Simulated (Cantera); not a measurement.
A closed system holds: 1 mol C₂H₅OH, 0.21 mol NH₃, 26 mol H₂, held at 2025 °C and 248 Torr.

Method: chemical equilibrium by Gibbs-energy minimisation in Cantera with the NASA 1993 tables (ideal gas, pure condensed phases). Candidate condensed phases: C, C₆H₆, C₇H₈, C₈H₁₈, H₂O; 136 gas species. The numbers say what is thermodynamically allowed, not how fast it happens.

Base state: H₂ 0.943, CO 0.0326, H 0.0162, C₂H₂ (acetylene) 0.00403, N₂ 0.00237, HCN 0.00193, HNC 0.000175, CH₄ 6.30e-5 (mole fractions); condensed: C(graphite).

Question: What changes in the equilibrium state with this change: H₂ from 26 to 0.51 mol?

Answer: 
```json
[
 {"species": "H₂", "before": "0.943", "after": "0.757"},
 {"species": "CO", "before": "0.0326", "after": "0.201"},
 {"species": "N₂", "before": "0.00237", "after": "0.0185"},
 {"species": "H", "before": "0.0162", "after": "0.0145"},
 {"species": "HCN", "before": "0.00193", "after": "0.00483"},
 {"species": "HNC", "before": "0.000175", "after": "0.000439"},
 {"species": "CH₄", "before": "6.30e-5", "after": "4.06e-5"},
 {"species": "CH₃", "before": "2.03e-5", "after": "1.46e-5"},
 {"species": "C(graphite), mol", "before": "0.684", "after": "0.941"}
]
```
